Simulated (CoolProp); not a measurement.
Octamethyltrisiloxane (MDM) along the isotherm 133.55 °C: Z from the reference equation and from simpler models built on Tc = 292.2 °C, pc = 1438 kPa, ω = 0.528; each cubic takes its own stable root.

The numbers come from the reference Helmholtz-energy equation of state, Thol 2017 in CoolProp.

| p (kPa) | phase | reference |
|---|---|---|
| 120 | liquid | 0.01202 |
| 180 | liquid | 0.01802 |
| 240 | liquid | 0.02402 |
| 299 | liquid | 0.02991 |
| 359 | liquid | 0.03590 |
| 419 | liquid | 0.04189 |
| 479 | liquid | 0.04787 |
| 539 | liquid | 0.05385 |
| 599 | liquid | 0.05983 |
| 659 | liquid | 0.06580 |
| 719 | liquid | 0.07177 |

Task: How far does each simpler model (Redlich-Kwong, Soave-Redlich-Kwong) lie from the reference over these 11 states: mean and median of the absolute difference, and the worst?

Result: 
- Redlich-Kwong: mean 706.8 %, median 18.8 %, worst +7587.2 % at 133.55 °C and 120 kPa
- Soave-Redlich-Kwong: mean 9.4 %, median 9.4 %, worst +9.6 % at 133.55 °C and 120 kPa

At some of these states Redlich-Kwong gives the other phase, because its saturation line lies elsewhere.
